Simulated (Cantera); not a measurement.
Charge: 1 mol AlCl₃, 2.2 mol N₂, equilibrated at 0.100 bar.

Equilibrium computed with Cantera from the NASA thermochemical tables; the gas is ideal and each condensed phase is pure. Candidate condensed phases: Al, AlCl₃, AlN; 11 gas species. The tables' values for AlCl₂ are old estimates; treat these amounts as uncertain. Kinetics and transport are ignored. All values below are at 1275 K.

Base state: N₂ 0.688, AlCl₃ 0.312, Al₂Cl₆ 5.18e-5, AlCl₂ 1.56e-5, Cl 1.52e-5 (mole fractions); condensed: gas only.

Problem. What changes in the equilibrium state with this change: AlCl₃ replaced by Al(CH₃)₃?

Solution. 
```tsv
species	before	after
H₂	0	0.725
N₂	0.688	0.274
CH₄	0	0.000487
AlCl₃	0.312	0
HCN	0	7.26e-5
Al₂Cl₆	5.18e-5	0
AlCl₂	1.56e-5	0
AlN(s), mol	0	1.00
C(graphite), mol	0	3.00
```
The feed counts by its element totals alone. Further candidate phases: C, C₆H₆, C₇H₈, C₈H₁₈.
